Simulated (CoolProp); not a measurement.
Properties of CH2F2 (R32) along the isobar 71.8 bar (Tc = 351.3 K, pc = 57.83 bar, ω = 0.277).

Model: reference Helmholtz-energy equation of state, Tillner-Roth 1997, in CoolProp.

| T (K) | phase | density (kg/m³) | Joule-Thomson coefficient (K/MPa) | isothermal compressibility (1/MPa) | viscosity (µPa s) | Prandtl number |
|---|---|---|---|---|---|---|
| 180.5 | liquid | 1329 | -0.3246 | ___ | 622 | 4.34 |
| 194.6 | liquid | 1294 | -0.3120 | ___ | 481 | 3.49 |
| 208.8 | liquid | 1258 | -0.2943 | 0.001135 | 383 | 2.91 |
| 223 | liquid | 1221 | -0.2705 | 0.001363 | 312 | 2.50 |
| 237.1 | liquid | ___ | -0.2394 | 0.001656 | 258 | 2.21 |
| 251.3 | liquid | 1143 | -0.1986 | 0.002045 | 216 | 1.99 |
| 265.4 | liquid | 1101 | -0.1453 | 0.002573 | 182 | 1.82 |
| 279.6 | liquid | 1057 | -0.07323 | 0.003332 | 154 | 1.70 |
| 293.8 | liquid | 1008 | 0.02701 | 0.004481 | 130 | 1.61 |
| 307.9 | liquid | 954.2 | 0.1730 | 0.006360 | 110 | 1.56 |
| 322.1 | liquid | 891.6 | 0.4082 | 0.009933 | ___ | 1.57 |
| 336.2 | liquid | 814.3 | 0.8415 | 0.01846 | 76.1 | 1.67 |
| 350.4 | liquid | 698.7 | ___ | 0.05557 | 59.6 | 2.15 |
| 364.6 | supercritical | ___ | 7.935 | 0.6707 | ___ | 3.85 |

Problem. Fill in the missing entries.

Solution. 
- 180.5, isothermal compressibility (1/MPa): 0.0008095
- 194.6, isothermal compressibility (1/MPa): 0.0009541
- 237.1, density (kg/m³): 1183
- 322.1, viscosity (µPa s): 92.2
- 350.4, Joule-Thomson coefficient (K/MPa): 1.957
- 364.6, density (kg/m³): 354.7
- 364.6, viscosity (µPa s): 29.1

Viscosity comes from a separate model (Bell 2016), an estimate that may be off by 10 % or more. Thermal conductivity comes from a separate model (Huber 2003), an estimate that may be off by 10 % or more.
